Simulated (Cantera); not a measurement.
A freely propagating, adiabatic, planar premixed flame of H₂ : O₂ : N₂ = 1 : 0.333 : 1.25 (molar parts), equivalence ratio 1.5, unburnt at 650 K and 1.00 bar; mixture-averaged transport, grid criteria slope 0.08 and curve 0.16, no radiation.

Detailed kinetics in Cantera: the H2/O2 subset of GRI-Mech 3.0, which has no nitrogen chemistry. Burning velocities carry a grid error of a few per cent, more on coarse grids.

Q: How do the results move with these cheaper or finer settings: unity-Lewis-number transport; multicomponent transport; multicomponent+Soret transport; grid criteria slope 0.5, curve 1; grid criteria slope 0.25, curve 0.5; grid criteria slope 0.03, curve 0.06?

A: 
```json
[
 {"setting": "as above", "laminar burning velocity": "1030 cm/s", "thermal thickness": "0.469 mm", "peak x(HO₂)": "0.000239", "peak x(H)": "0.0953", "grid points": "139"},
 {"setting": "unity-Lewis-number transport", "laminar burning velocity": "646 cm/s", "thermal thickness": "0.381 mm", "peak x(HO₂)": "0.000199", "peak x(H)": "0.0976", "grid points": "129"},
 {"setting": "multicomponent transport", "laminar burning velocity": "1010 cm/s", "thermal thickness": "0.468 mm", "peak x(HO₂)": "0.000238", "peak x(H)": "0.0951", "grid points": "139"},
 {"setting": "multicomponent+Soret transport", "laminar burning velocity": "969 cm/s", "thermal thickness": "0.461 mm", "peak x(HO₂)": "0.000240", "peak x(H)": "0.0936", "grid points": "139"},
 {"setting": "grid criteria slope 0.5, curve 1", "laminar burning velocity": "1470 cm/s", "thermal thickness": "0.773 mm", "peak x(HO₂)": "0.000219", "peak x(H)": "0.0971", "grid points": "48"},
 {"setting": "grid criteria slope 0.25, curve 0.5", "laminar burning velocity": "1090 cm/s", "thermal thickness": "0.544 mm", "peak x(HO₂)": "0.000228", "peak x(H)": "0.0958", "grid points": "66"},
 {"setting": "grid criteria slope 0.03, curve 0.06", "laminar burning velocity": "1010 cm/s", "thermal thickness": "0.454 mm", "peak x(HO₂)": "0.000241", "peak x(H)": "0.0951", "grid points": "312"}
]
```
Unity Lewis numbers drop preferential diffusion, which matters most where H2 and H carry the flame; Soret adds thermal diffusion.
